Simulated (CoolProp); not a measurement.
Isohexane along the isotherm 186.55 °C: density (kg/m³) from the reference equation and from simpler models built on Tc = 224.6 °C, pc = 3043 kPa, ω = 0.280; each cubic takes its own stable root.

Computed with CoolProp (reference Helmholtz-energy equation of state, Lemmon 2006). It is a short technical equation, of lower accuracy than the large ones.

```json
[
 {"p (kPa)": "101", "phase": "gas", "reference": "2.312", "ideal gas": "2.277", "van der Waals": "2.305", "Soave-Redlich-Kwong": "2.312", "Peng-Robinson": "2.315"},
 {"p (kPa)": "203", "phase": "gas", "reference": "4.723", "ideal gas": "4.577", "van der Waals": "4.692", "Soave-Redlich-Kwong": "4.719", "Peng-Robinson": "4.733"},
 {"p (kPa)": "304", "phase": "gas", "reference": "…", "ideal gas": "…", "van der Waals": "7.118", "Soave-Redlich-Kwong": "7.183", "Peng-Robinson": "7.214"},
 {"p (kPa)": "406", "phase": "gas", "reference": "9.778", "ideal gas": "9.154", "van der Waals": "…", "Soave-Redlich-Kwong": "9.757", "Peng-Robinson": "9.815"},
 {"p (kPa)": "507", "phase": "gas", "reference": "12.44", "ideal gas": "11.43", "van der Waals": "12.20", "Soave-Redlich-Kwong": "12.40", "Peng-Robinson": "12.49"},
 {"p (kPa)": "609", "phase": "gas", "reference": "15.24", "ideal gas": "13.73", "van der Waals": "14.88", "Soave-Redlich-Kwong": "15.18", "Peng-Robinson": "15.31"},
 {"p (kPa)": "710", "phase": "gas", "reference": "18.13", "ideal gas": "16.01", "van der Waals": "17.61", "Soave-Redlich-Kwong": "…", "Peng-Robinson": "18.23"},
 {"p (kPa)": "811", "phase": "gas", "reference": "21.17", "ideal gas": "18.29", "van der Waals": "20.44", "Soave-Redlich-Kwong": "21.03", "Peng-Robinson": "21.29"},
 {"p (kPa)": "913", "phase": "gas", "reference": "24.40", "ideal gas": "20.58", "van der Waals": "23.40", "Soave-Redlich-Kwong": "24.19", "Peng-Robinson": "…"},
 {"p (kPa)": "1010", "phase": "gas", "reference": "…", "ideal gas": "22.77", "van der Waals": "26.33", "Soave-Redlich-Kwong": "27.36", "Peng-Robinson": "27.80"},
 {"p (kPa)": "1120", "phase": "gas", "reference": "31.56", "ideal gas": "25.25", "van der Waals": "29.79", "Soave-Redlich-Kwong": "31.15", "Peng-Robinson": "31.72"},
 {"p (kPa)": "1220", "phase": "gas", "reference": "35.39", "ideal gas": "27.51", "van der Waals": "33.09", "Soave-Redlich-Kwong": "34.83", "Peng-Robinson": "35.54"},
 {"p (kPa)": "1320", "phase": "gas", "reference": "39.53", "ideal gas": "29.76", "van der Waals": "36.55", "Soave-Redlich-Kwong": "38.76", "Peng-Robinson": "39.64"},
 {"p (kPa)": "1420", "phase": "gas", "reference": "44.06", "ideal gas": "32.02", "van der Waals": "40.20", "Soave-Redlich-Kwong": "43.00", "Peng-Robinson": "44.08"},
 {"p (kPa)": "1520", "phase": "gas", "reference": "49.07", "ideal gas": "34.27", "van der Waals": "44.08", "Soave-Redlich-Kwong": "47.62", "Peng-Robinson": "48.94"}
]
```

### Question
What belongs in the gaps?

### Answer

- 304, reference: 7.193
- 304, ideal gas: 6.854
- 406, van der Waals: 9.636
- 710, Soave-Redlich-Kwong: 18.04
- 913, Peng-Robinson: 24.54
- 1010, reference: 27.64
